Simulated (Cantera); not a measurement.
An adiabatic, constant-pressure homogeneous reactor starts with CO : H2 : O2 : N2 = 1 : 1.5 : 0.658 : 7.24 (molar parts), equivalence ratio 1.9, at 1050 K and 0.987 atm. Integrator tolerance rtol = 1e-08.

Cantera simulation using GRI-Mech 3.0 (53 species, 325 reactions); the numbers are that mechanism's predictions, not measurements.

**Question.** What does this change do: CO 1 to 1.7 parts?

**Answer.** 
| quantity | before | after |
|---|---|---|
| time of steepest temperature rise | 0.316 ms | 0.332 ms |
| temperature at 0.200 s | 1991 K | 1941 K |
| equilibrium temperature | 1991 K | 1941 K |
| x(CO) at 0.200 s | 0.0708 (gas-phase equilibrium 0.0708) | 0.122 (gas-phase equilibrium 0.122) |
| x(H2) at 0.200 s | 0.0506 (gas-phase equilibrium 0.0506) | 0.0583 (gas-phase equilibrium 0.0583) |
| x(O2) at 0.200 s | 3.05e-7 (gas-phase equilibrium 3.06e-7) | 7.19e-8 (gas-phase equilibrium 7.20e-8) |
| x(NO) at 0.200 s | 2.18e-5 (gas-phase equilibrium 8.78e-6) | 1.40e-5 (gas-phase equilibrium 3.57e-6) |
| x(H2O) at 0.200 s | 0.103 (gas-phase equilibrium 0.103) | 0.0852 (gas-phase equilibrium 0.0852) |
| x(HO2) at 0.200 s | 1.16e-10 (gas-phase equilibrium 1.16e-10) | 2.90e-11 (gas-phase equilibrium 2.90e-11) |
| x(H) at 0.200 s | 0.000346 (gas-phase equilibrium 0.000346) | 0.000262 (gas-phase equilibrium 0.000262) |

**Question.** What does this change do: pressure from 0.987 atm to 9.87 atm?

**Answer.** 
```json
[
 {"quantity": "time of steepest temperature rise", "before": "0.316 ms", "after": "1.99 ms"},
 {"quantity": "temperature at 0.200 s", "before": "1991 K", "after": "1993 K"},
 {"quantity": "equilibrium temperature", "before": "1991 K", "after": "1993 K"},
 {"quantity": "x(CO) at 0.200 s", "before": "0.0708 (gas-phase equilibrium 0.0708)", "after": "0.0709 (gas-phase equilibrium 0.0709)"},
 {"quantity": "x(H2) at 0.200 s", "before": "0.0506 (gas-phase equilibrium 0.0506)", "after": "0.0506 (gas-phase equilibrium 0.0506)"},
 {"quantity": "x(O2) at 0.200 s", "before": "3.05e-7 (gas-phase equilibrium 3.06e-7)", "after": "3.14e-8 (gas-phase equilibrium 3.14e-8)"},
 {"quantity": "x(NO) at 0.200 s", "before": "2.18e-5 (gas-phase equilibrium 8.78e-6)", "after": "4.78e-6 (gas-phase equilibrium 2.83e-6)"},
 {"quantity": "x(H2O) at 0.200 s", "before": "0.103 (gas-phase equilibrium 0.103)", "after": "0.103 (gas-phase equilibrium 0.103)"},
 {"quantity": "x(HO2) at 0.200 s", "before": "1.16e-10 (gas-phase equilibrium 1.16e-10)", "after": "3.78e-11 (gas-phase equilibrium 3.78e-11)"},
 {"quantity": "x(H) at 0.200 s", "before": "0.000346 (gas-phase equilibrium 0.000346)", "after": "0.000111 (gas-phase equilibrium 0.000111)"}
]
```
The hydrogen kinetics of GRI-Mech 3.0 are dated; newer H2 mechanisms differ, most at raised pressure.
